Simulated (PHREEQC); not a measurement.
Copper plating or etch bath: an equilibrium model

Consider water at 60 °C with 0.2 mol/kgw Cu(NO3)2, 0.018 mol/kgw HNO3 and 0.17 mol/kgw Na2SO4. Closed to the air; pH follows from the charge balance.

Equilibrium calculation in PHREEQC: ion-association model, wateq4f.dat.

Each row changes one thing in this solution. No solid was allowed to form.

| case | pH | ionic strength (mol/kgw) | SO4-2 (mol/kgw) | NaSO4- (mol/kgw) | HSO4- (mol/kgw) | SI of Mirabilite (Na2SO4:10H2O) |
|---|---|---|---|---|---|---|
| as made | 2.48 | 0.805 | 0.0713 | 0.0224 | 0.0135 | -3.71 |
| Cu(NO3)2 from 0.2 to 0.1 mol/kgw | 2.57 | 0.572 | 0.0842 | 0.0291 | 0.0144 | -3.57 |
| HNO3 replaced by Cd(NO3)2 at the same molality | 4.03 | 0.828 | 0.0722 | 0.0225 | 0.000379 | -3.71 |
| 0.0037 mol/kgw HF added | 2.45 | 0.805 | 0.0710 | 0.0223 | 0.0141 | -3.71 |
| Cu(NO3)2 left out | 2.71 | 0.413 | 0.113 | 0.0420 | 0.0154 | -3.39 |

The ionic strength passes 0.7 mol/kgw, the rough limit of the ion-association models, in as made; HNO3 replaced by Cd(NO3)2 at the same molality; 0.0037 mol/kgw HF added. Some of these states are supersaturated (in Cu2(OH)3NO3, for instance). At this temperature some constants are extrapolated from 25 °C, and those without enthalpy data are left unchanged.
